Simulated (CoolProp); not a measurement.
A single-stage vapour-compression cycle with the fluid: evaporating at 208.15 K (dew point), condensing at 266.15 K (bubble point), superheat 5 K, subcooling 8 K, compressor efficiency 0.9, no pressure losses. The same conditions are run with several fluids, on thermodynamics alone (safety and materials aside).

Model: reference Helmholtz-energy equation of state of each fluid (ethane: Bücker 2006; propane: Lemmon 2009; ammonia: Gao 2020; ethylene: Smukala 2000; R143a: Lemmon and Jacobsen 2000; R507A: Lemmon 2003), in CoolProp. Blends and air are pseudo-pure fits.

Task: Rank ethane, propane, ammonia, ethylene, R143a, R507A by cooling COP, highest first.

Result: propane (2.71), R143a (2.65), R507A (2.63), ethane (2.45), ammonia (2.43), ethylene (2.20)

| fluid | pressure ratio | discharge temperature (K) | refrigerating effect (kJ/kg) | volumetric capacity (kJ/m³) |
|---|---|---|---|---|
| ethane | 6.49 | 311.9 | 324 | 1820 |
| propane | 11.7 | 303.4 | 342 | 281 |
| ammonia | 21.1 | 451.5 | 1250 | 188 |
| ethylene | 5.55 | 323.7 | 279 | 3110 |
| R143a | 12.3 | 299.8 | 175 | 341 |
| R507A | 13.0 | 294.4 | 149 | 326 |
